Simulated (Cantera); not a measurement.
Input (Python, Cantera) and output of one run.

```python
import numpy as np
import cantera as ct

gas_names = """
    C3H8 H
""".split()
cond_names = """
    C(gr)
""".split()


# ... load() reads the species with a 1 bar reference pressure and builds the phases ...
species = {s.name: s for s in load("nasa_gas.yaml", gas_names) + load("nasa_condensed.yaml", cond_names)}
# Each term lists the table entries of one substance; the one whose range holds T is used.
reactions = {
    'C3H8(g) = 3 C + 8 H(g)':
        [(-1, ['C3H8']), (3, ['C(gr)']), (8, ['H'])],
}


def pick(names, T):
    return next(species[n] for n in names if species[n].thermo.min_temp <= T <= species[n].thermo.max_temp)


results = []
for label, terms in reactions.items():
    print(label)
    print("     T/K   dH/kJ  dS/(J/K)   dG/kJ   log10 K")
    for T in [1450, 1475, 1500, 1525, 1550, 1575, 1600, 1625]:
        used = [(nu, pick(names, T)) for nu, names in terms]
        dH = sum(nu * s.thermo.h(T) for nu, s in used) / 1e6
        dS = sum(nu * s.thermo.s(T) for nu, s in used) / 1e3
        dG = dH - T * dS / 1e3
        logK = -dG * 1e6 / (ct.gas_constant * T * np.log(10))
        results.append((label, T, dH, dS, dG, logK, [s.name for _, s in used]))
        print(f"{T:8g} {dH:8.1f} {dS:8.1f} {dG:8.1f} {logK:8.2f}")
```

Result:

```
C3H8(g) = 3 C + 8 H(g)
     T/K   dH/kJ  dS/(J/K)   dG/kJ   log10 K
    1450   1928.5    792.0    780.1   -28.10
    1475   1929.3    792.6    760.3   -26.92
    1500   1930.2    793.1    740.5   -25.78
    1525   1931.0    793.7    720.6   -24.68
    1550   1931.8    794.2    700.8   -23.62
    1575   1932.5    794.7    680.9   -22.58
    1600   1933.3    795.1    661.0   -21.58
    1625   1934.0    795.6    641.2   -20.61
```

Standard-state values (1 bar) from the NASA 1993 polynomials, evaluated with Cantera. Condensed species are held in their standard states even where they would react or evaporate.
